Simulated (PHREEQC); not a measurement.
## Spent oxide etchant

Consider water at 25 °C with 0.0056 mol/kgw HF, 0.0015 mol/kgw (NH4)2SiF6, 0.0014 mol/kgw H3AsO4 and 0.23 mol/kgw H2SO4. Closed to the air; pH follows from the charge balance.

The numbers come from PHREEQC with the ion-association model, wateq4f.dat.

Each row changes one thing in this solution. This is a speciation only: nothing precipitates in the calculation.

```tsv
case	pH	ionic strength (mol/kgw)	HF (mol/kgw)	NH4+ (mol/kgw)	H3AsO4 (mol/kgw)	SiF6-2 (mol/kgw)	SI of Chalcedony (SiO2)
as made	0.69	0.290	0.00736	0.00274	0.00135	0.00115	+0.13
diluted 2-fold with water	0.96	0.158	0.00511	0.00138	0.000659	0.000334	+0.19
HF replaced by NH4HF2 at the same molality	0.70	0.292	0.0108	0.00784	0.00135	0.00146	___
diluted 10-fold with water	1.56	0.0410	0.00140	0.000284	0.000115	4.46e-7	-0.27
H2SO4 left out	___	0.00687	0.00414	0.00300	0.000401	0.00149	-1.57
diluted 5-fold with water	1.31	0.0725	0.00273	0.000561	0.000248	1.74e-5	___
H3AsO4 from 0.0014 to 0.007 mol/kgw	0.69	0.290	0.00736	0.00274	0.00676	0.00115	+0.13
```

Problem. What belongs in the gaps?

Solution. 
- HF replaced by NH4HF2 at the same molality, SI of Chalcedony (SiO2): -0.77
- H2SO4 left out, pH: 2.66
- diluted 5-fold with water, SI of Chalcedony (SiO2): +0.01

Species that the database lacks are ignored. Some of these states are supersaturated (in Quartz (slow to form), Chalcedony (slow to form), for instance). SiF6-2 is the database's only silicon fluoride.
